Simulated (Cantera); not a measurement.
Input: 1 mol CaO, 20 mol HCl, equilibrated at 625 °C and 1.33 mbar.

These are equilibrium values from Cantera (NASA tables, ideal gas, pure condensed phases), not measurements of a reactor. Candidate condensed phases: Ca, CaCl2, CaO, Ca(OH)2, H2O; 21 gas species. Condensed phases not in the tables: oxide chlorides. The numbers say what is thermodynamically allowed, not how fast it happens.

Base state: HCl 0.947, H2O 0.0526 (mole fractions); condensed: CaCl2(s).

### Question
What changes in the equilibrium state with this change: temperature from 625 °C to 1352 °C?

### Answer
```
species         before     after
-------------  -------  --------
HCl              0.947     0.878
CaCl2          2.30e-7    0.0496
H2O             0.0526    0.0496
Cl             1.97e-6    0.0153
H                <1e-9  0.000169
OH               <1e-9   4.62e-5
H2             2.00e-6   0.00761
Cl2            1.01e-6   1.93e-5
CaCl2(s), mol    1.000         0
```

### Question
What changes in the equilibrium state with this change: CaO replaced by SiO2?

### Answer
```
species              before    after
-------------------  ------  -------
HCl                   0.947    1.000
H2O                  0.0526  1.27e-5
CaCl2(s), mol         1.000        0
SiO2(β-quartz), mol       0    1.000
```
Further candidate phases: Si, SiO2.

### Question
What changes in the equilibrium state with this change: temperature from 625 °C to 1277 °C?

### Answer
```
species         before    after
-------------  -------  -------
HCl              0.947    0.887
CaCl2          2.30e-7   0.0498
H2O             0.0526   0.0497
Cl             1.97e-6  0.00907
H                <1e-9  5.81e-5
OH               <1e-9  2.14e-5
H2             2.00e-6  0.00453
CaCl2(s), mol    1.000        0
```
